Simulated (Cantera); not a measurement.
# Thermodynamics of halide evaporation, hydrolysis and transport, feed FeCl3 + HCl + H2

Charge: 1 mol FeCl3, 0.55 mol HCl, 0.91 mol H2, equilibrated at 2.30 mbar.

These are equilibrium values from Cantera (NASA tables, ideal gas, pure condensed phases), not measurements of a reactor. Candidate condensed phases: Fe, FeCl2, FeCl3; 11 gas species. Rates play no part.

```tsv
T (K)	log p HCl	log p FeCl2	log p H2	log p Cl	log p Fe	log p Fe2Cl4	log p H	n FeCl2(s)	n Fe(α)
748	-2.74	-4.89	-3.32	-13.59	<-14	-6.19	-14.20	0.988	0
848	-2.84	-3.33	-3.50	-11.81	<-14	-4.25	-12.47	0.290	0.0494
948	-2.90	-3.14	-3.53	-10.43	<-14	-4.81	-11.05	0	0.0332
1048	-2.92	-3.11	-3.50	-9.32	-12.96	-5.51	-9.86	0	0
1148	-2.92	-3.11	-3.50	-8.37	-11.37	-6.12	-8.89	0	0
1248	-2.92	-3.11	-3.50	-7.57	-10.03	-6.64	-8.08	0	0
1348	-2.92	-3.11	-3.50	-6.89	-8.90	-7.07	-7.38	0	0
1448	-2.92	-3.11	-3.50	-6.30	-7.92	-7.45	-6.78	0	0
1548	-2.92	-3.11	-3.50	-5.78	-7.07	-7.77	-6.26	0	0
1648	-2.92	-3.11	-3.50	-5.33	-6.33	-8.06	-5.80	0	0
1748	-2.92	-3.11	-3.50	-4.93	-5.67	-8.31	-5.39	0	0
1848	-2.93	-3.12	-3.50	-4.57	-5.08	-8.55	-5.03	0	0
1948	-2.93	-3.14	-3.52	-4.25	-4.58	-8.79	-4.71	0	0
2048	-2.94	-3.18	-3.57	-3.94	-4.18	-9.05	-4.43	0	0
```
log p: log10 of the partial pressure in bar; n: condensed amount in mol.

At 748 K the condensed part is FeCl2(s). At 848 K the condensed part is Fe(α) + FeCl2(s). At 948 K the condensed part is Fe(α). From 1048 K to 2048 K nothing is condensed. The main Fe-bearing gas is FeCl2 throughout.
